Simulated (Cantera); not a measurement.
Charge: 1 mol CuF2, 5.4 mol O2, 0.61 mol H2, 0.1 mol HF, equilibrated at 1.33 mbar.

These are equilibrium values from Cantera (NASA tables, ideal gas, pure condensed phases), not measurements of a reactor. Candidate condensed phases: Cu, CuF2, CuO, Cu(OH)2, Cu2O, H2O; 27 gas species. Kinetics and transport are ignored.

**Question.** At 1173 K, list the 4 most abundant gas species with their mole fractions, and the condensed phases.

**Answer.** O2 0.740, HF 0.185, CuF 0.0425, CuF2 0.0333. Condensed: Cu2O(s).
